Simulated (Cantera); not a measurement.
Input (Python, Cantera) and output of one run.

```python
import numpy as np
import cantera as ct

gas_names = [...]  # 109 gases of nasa_gas.yaml made of C, Cl, H, Si
cond_names = """
    C(gr) C6H6(L) C7H8(L) C8H18(L),n-octa Si(cr) Si(L) SiC(b)
""".split()


# ... load() reads the species with a 1 bar reference pressure and builds the phases ...
atoms = {
    'SiCl4': {'Si': 1, 'CL': 4},
    'C3H8': {'C': 3, 'H': 8},
    'H2': {'H': 2},
}
top_T = {'C(gr)': 4500, 'SiC(b)': 3050}  # K; cautious upper limits of use, not melting points


# ... equilibrate(T, P, feed) seeds the gas with the atoms and calls Mixture.equilibrate('TP', solver="vcs", rtol=1e-11, max_steps=5000) ...
results = []
feed = {'SiCl4': 1, 'C3H8': 0.081, 'H2': 120}  # mol
P = 133.322  # Pa
for T in [1073, 1173, 1273, 1373, 1473, 1573, 1673, 1773, 1873, 1973, 2073, 2173, 2273]:
    mix = equilibrate(T, P, feed)
    results.append((T, P, feed, dict(zip(mix.species_names, mix.species_moles))))
    x = sorted(zip(gas.X, gas.species_names), reverse=True)
    print(f"T = {T:g} K  P = {P:g} Pa  gas = {mix.phase_moles(0):.4g} mol")
    print("   x: " + "  ".join(f"{s} {v:.3e}" for v, s in x if v > 1e-06))
    print("   condensed (mol): " + ("  ".join(f"{mix.phase(i).name} {mix.phase_moles(i):.4g}"
          for i in range(1, mix.n_phases) if mix.phase_moles(i) > 1e-12) or "none"))
```

Output:

```
T = 1073 K  P = 133.322 Pa  gas = 122.2 mol
   x: H2 9.706e-01  HCL 2.724e-02  SiCL2 1.489e-03  SiCL4 3.637e-04  SiCL3 1.839e-04  SiHCL3 1.587e-04  SiH2CL2 8.087e-06
   condensed (mol): Si(cr) 0.4877  SiC(b) 0.243
T = 1173 K  P = 133.322 Pa  gas = 122.3 mol
   x: H2 9.695e-01  HCL 2.848e-02  SiCL2 1.902e-03  SiCL3 7.584e-05  SiCL4 2.981e-05  SiHCL3 2.365e-05  H 3.179e-06  SiH2CL2 2.402e-06
   condensed (mol): Si(cr) 0.5082  SiC(b) 0.243
T = 1273 K  P = 133.322 Pa  gas = 122.3 mol
   x: H2 9.695e-01  HCL 2.830e-02  SiCL2 2.137e-03  SiCL3 3.161e-05  H 1.923e-05  SiHCL3 4.196e-06  SiCL4 3.065e-06
   condensed (mol): Si(cr) 0.4907  SiC(b) 0.243
T = 1373 K  P = 133.322 Pa  gas = 122.3 mol
   x: H2 9.696e-01  HCL 2.800e-02  SiCL2 2.325e-03  H 8.980e-05  SiCL3 1.473e-05  CL 2.148e-06
   condensed (mol): Si(cr) 0.4704  SiC(b) 0.243
T = 1473 K  P = 133.322 Pa  gas = 122.3 mol
   x: H2 9.695e-01  HCL 2.769e-02  SiCL2 2.486e-03  H 3.411e-04  CL 7.897e-06  SiCL3 7.588e-06  Si 4.106e-06  SiCL 3.888e-06  SiH2 1.019e-06
   condensed (mol): Si(cr) 0.4507  SiC(b) 0.243
T = 1573 K  P = 133.322 Pa  gas = 122.4 mol
   x: H2 9.688e-01  HCL 2.738e-02  SiCL2 2.621e-03  H 1.096e-03  Si 4.124e-05  CL 2.462e-05  SiCL 1.690e-05  SiCL3 4.241e-06  SiH 3.568e-06  SiH2 3.555e-06
   condensed (mol): Si(cr) 0.4276  SiC(b) 0.243
T = 1673 K  P = 133.322 Pa  gas = 122.6 mol
   x: H2 9.667e-01  HCL 2.705e-02  H 3.067e-03  SiCL2 2.727e-03  Si 3.134e-04  CL 6.700e-05  SiCL 6.124e-05  SiH 1.902e-05  SiH2 1.065e-05  SiCL3 2.526e-06  Si2C 1.603e-06  Si2 1.206e-06
   condensed (mol): Si(cr) 0.3723  SiC(b) 0.2428
T = 1773 K  P = 133.322 Pa  gas = 123 mol
   x: H2 9.606e-01  HCL 2.722e-02  H 7.636e-03  SiCL2 2.479e-03  Si 1.598e-03  CL 1.663e-04  SiCL 1.650e-04  SiH 7.059e-05  SiH2 2.370e-05  Si2C 1.467e-05  Si2 8.887e-06  Si3 2.147e-06  SiCL3 1.432e-06
   condensed (mol): Si(L) 0.2187  SiC(b) 0.2412
T = 1873 K  P = 133.322 Pa  gas = 124 mol
   x: H2 9.477e-01  HCL 2.863e-02  H 1.721e-02  Si 4.088e-03  SiCL2 1.497e-03  CL 3.937e-04  SiCL 2.506e-04  SiH 1.354e-04  Si2C 6.296e-05  SiH2 2.873e-05  Si2 1.886e-05  Si3 2.666e-06
   condensed (mol): SiC(b) 0.2349
T = 1973 K  P = 133.322 Pa  gas = 125.3 mol
   x: H2 9.276e-01  H 3.559e-02  HCL 2.985e-02  Si 5.110e-03  CL 8.559e-04  SiCL2 5.128e-04  SiCL 1.961e-04  SiH 1.300e-04  Si2C 1.248e-04  C2H2,acetylene 3.130e-05  SiH2 1.820e-05  Si2 1.071e-05  SiC2 9.806e-06
   condensed (mol): SiC(b) 0.217
T = 2073 K  P = 133.322 Pa  gas = 127.7 mol
   x: H2 8.929e-01  H 6.806e-02  HCL 2.915e-02  Si 6.649e-03  CL 1.640e-03  C2H2,acetylene 6.182e-04  Si2C 2.304e-04  SiC2 2.158e-04  SiCL2 1.866e-04  SiCL 1.586e-04  SiH 1.319e-04  SiH2 1.258e-05  Si2 7.261e-06  C2H 1.121e-06
   condensed (mol): none
T = 2173 K  P = 133.322 Pa  gas = 131.4 mol
   x: H2 8.404e-01  H 1.212e-01  HCL 2.734e-02  Si 6.958e-03  CL 2.876e-03  C2H2,acetylene 6.660e-04  SiC2 2.164e-04  SiH 1.087e-04  SiCL 1.045e-04  Si2C 7.399e-05  SiCL2 5.782e-05  SiH2 7.230e-06  Si2 3.463e-06  C2H 3.082e-06
   condensed (mol): none
T = 2273 K  P = 133.322 Pa  gas = 137.4 mol
   x: H2 7.622e-01  H 2.009e-01  HCL 2.437e-02  Si 6.857e-03  CL 4.637e-03  C2H2,acetylene 6.627e-04  SiC2 1.986e-04  SiH 8.430e-05  SiCL 6.517e-05  Si2C 2.309e-05  SiCL2 1.751e-05  C2H 7.360e-06  SiH2 3.954e-06  C 1.932e-06  Si2 1.576e-06
   condensed (mol): none
```

These are equilibrium values from Cantera (NASA tables, ideal gas, pure condensed phases), not measurements of a reactor. Mutual solubility and eutectic melting of coexisting phases are not modelled. The tables' values for SiCl, SiCl3 are old estimates; treat these amounts as uncertain. Gases not in the tables: Si2H6 and higher silanes.
